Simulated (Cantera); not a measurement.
Input: 1 mol PbO, 4.2 mol H2, 0.26 mol H2O, equilibrated at 1700 K and 133 Pa.

Cantera equilibrium calculation (NASA polynomials, part measured and part estimated; ideal gas, pure solids and liquids). Candidate condensed phases: H2O, Pb, PbO, PbO2, Pb3O4; 12 gas species. Equilibrium is a limit: real reactors are often held back by kinetics, nucleation or transport.

Base state: H2 0.584, H2O 0.230, Pb 0.183, H 0.00308, PbO 8.85e-5, OH 6.28e-5 (mole fractions); condensed: gas only.

Problem. What changes in the equilibrium state with this change: temperature from 1700 K to 2075 K?

Solution. 
| species | before | after |
|---|---|---|
| H2 | 0.584 | 0.544 |
| H2O | 0.230 | 0.221 |
| Pb | 0.183 | 0.178 |
| H | 0.00308 | 0.0538 |
| O | 2.66e-7 | 0.000177 |
| O2 | 4.71e-8 | 3.07e-5 |
| OH | 6.28e-5 | 0.00249 |

Problem. What changes in the equilibrium state with this change: temperature from 1700 K to 1075 K?

Solution. 
```json
[
 {"species": "H2", "before": "0.584", "after": "0.677"},
 {"species": "H2O", "before": "0.230", "after": "0.266"},
 {"species": "Pb", "before": "0.183", "after": "0.0570"},
 {"species": "OH", "before": "6.28e-5", "after": "<1e-9"},
 {"species": "H", "before": "0.00308", "after": "3.31e-7"},
 {"species": "PbO", "before": "8.85e-5", "after": "1.73e-7"},
 {"species": "Pb(l), mol", "before": "0", "after": "0.731"}
]
```
